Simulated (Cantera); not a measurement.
Input: 1 mol Cu2O, 1.2 mol CO, equilibrated at 1773 K and 0.140 bar.

Method: chemical equilibrium by Gibbs-energy minimisation in Cantera with the NASA 1993 tables (ideal gas, pure condensed phases). Candidate condensed phases: C, Cu, CuO, Cu2O; 15 gas species. Kinetics and transport are ignored.

Base state: CO2 0.831, CO 0.166, Cu 0.00282 (mole fractions); condensed: Cu(l).

Question: What changes in the equilibrium state with this change: CO from 1.2 to 0.52 mol?

Answer: 
| species | before | after |
|---|---|---|
| CO2 | 0.831 | 0.977 |
| O2 | 4.28e-6 | 0.0168 |
| CO | 0.166 | 0.00312 |
| Cu | 0.00282 | 0.00282 |
| O | 5.19e-7 | 3.25e-5 |
| CuO | 2.98e-7 | 1.87e-5 |
| Cu(l), mol | 2.00 | 1.07 |
| Cu2O(l), mol | 0 | 0.464 |
Each liquid is taken as pure. Mutual solubility and eutectic melting of coexisting phases are not modelled.

Question: What changes in the equilibrium state with this change: temperature from 1773 K to 948.15 K?

Answer: 
| species | before | after |
|---|---|---|
| CO2 | 0.831 | 0.833 |
| CO | 0.166 | 0.167 |
| Cu | 0.00282 | <1e-9 |
| Cu(l), mol | 2.00 | 0 |
| Cu(s), mol | 0 | 2.00 |

Question: What changes in the equilibrium state with this change: Cu2O replaced by Fe3O4?

Answer: 
```
species       before  after
-----------  -------  -----
CO2            0.831  0.833
CO             0.166  0.167
Cu           0.00282      0
Cu(l), mol      2.00      0
FeO(l), mol        0   3.00
```
The tables' stoichiometric FeO is somewhat more stable than real wüstite, so its field is too wide. FeO: taken at fixed stoichiometry. Further candidate phases: Fe, Fe(CO)5, FeO, Fe2O3, Fe3O4.
